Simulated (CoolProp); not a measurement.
Aqueous ethylene glycol as a coolant, at 14 °C, 1 atm.

Model: Melinder's fits for secondary coolants, in CoolProp.

```csv
mass %,freezing point (°C),cp (kJ/(kg K)),viscosity (mPa s),density (kg/m³),Prandtl number
4.5,-1.4,4.122,1.30,1004,9.45
9,-3.0,4.057,1.46,1010,10.8
13.5,-4.8,3.990,(withheld),1017,12.5
18,(withheld),3.919,1.88,1023,14.4
22.6,-9.4,3.840,2.13,1030,16.7
27.1,-12.4,3.757,2.41,(withheld),19.2
31.6,(withheld),3.669,(withheld),1043,(withheld)
36.1,-19.9,3.576,3.08,1049,25.3
40.7,(withheld),3.479,3.50,1056,29.1
45.2,-29.8,3.383,(withheld),1062,33.3
```

What belongs in the gaps?


- 13.5, viscosity (mPa s): 1.66
- 18, freezing point (°C): -6.9
- 27.1, density (kg/m³): 1036
- 31.6, freezing point (°C): -15.9
- 31.6, viscosity (mPa s): 2.73
- 31.6, Prandtl number: 22.1
- 40.7, freezing point (°C): -24.6
- 45.2, viscosity (mPa s): 3.96
